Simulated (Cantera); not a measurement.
A diamond (100) surface in a fixed gas of H2 with x(CH4) = 0.028, x(H) = 0.025, at 1073 K, 143 Torr; coverages are run to steady state.

Detailed kinetics in Cantera: the Harris–Goodwin 1993 mechanism for the reconstructed diamond (100) surface.

θ: site fractions in the mechanism's names (c6HH fully hydrogenated, c6H* and c6*H radical sites, c6** diradical, c6HM methylated).

```csv
x(CH3),growth (µm/h),θ c6HH,θ c6H*,θ c6*H,θ c6**,θ c6HM
1e-06,0.136,0.533,0.0262,0.425,0.0160,1.63e-5
2.8e-06,…,0.533,0.0262,0.425,0.0160,…
8e-06,1.09,0.533,0.0262,0.425,0.0160,0.000130
2.3e-05,3.14,0.533,0.0262,0.425,0.0160,0.000374
6.4e-05,8.72,0.532,0.0262,0.424,0.0160,0.00104
0.00018,24.4,0.531,0.0261,0.423,0.0159,0.00292
0.00051,68.6,0.527,0.0259,0.420,0.0157,0.00819
0.0014,184,0.516,0.0253,0.411,0.0153,0.0219
0.0041,…,0.487,0.0238,0.386,…,…
```

Question: Some entries are withheld; supply them.

Answer: 
- 2.8e-06, growth (µm/h): 0.382
- 2.8e-06, θ c6HM: 4.56e-5
- 0.0041, growth (µm/h): 501
- 0.0041, θ c6**: 0.0140
- 0.0041, θ c6HM: 0.0599
